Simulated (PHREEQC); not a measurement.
Solution (2.3 °C): 0.022 mol HF, 8.8e-05 mol H2SiF6, 0.081 mol HBF4 and 0.33 mol HNO3 per kg of water. Closed to the air; pH follows from the charge balance.

The numbers come from PHREEQC with the ion-association model, wateq4f.dat.

```csv
quantity,before,after
pH,0.50,1.46
HF (mol/kgw),0.0193,0.00553
H2F2 (mol/kgw),0.00233,0.000175
BF3OH- (mol/kgw),0.000894,0.000298
H3BO3 (mol/kgw),0.000293,0.000878
SI of Quartz (SiO2),-4.42,-3.52
```

Task: Which change was made?
A) temperature from 2.3 to 30 °C
B) HF left out
C) H2SiF6 from 8.8e-05 to 1.76e-05 mol/kgw
D) diluted 10-fold with water
E) diluted 2-fold with water

Result: D, diluted 10-fold with water

This is a speciation only: nothing precipitates in the calculation. Away from 25 °C the constants follow the database's enthalpies or fits; those with neither stay at their 25 °C values. SiF6-2 is the database's only silicon fluoride. Real BF4- forms and hydrolyses slowly; the run takes it at equilibrium.
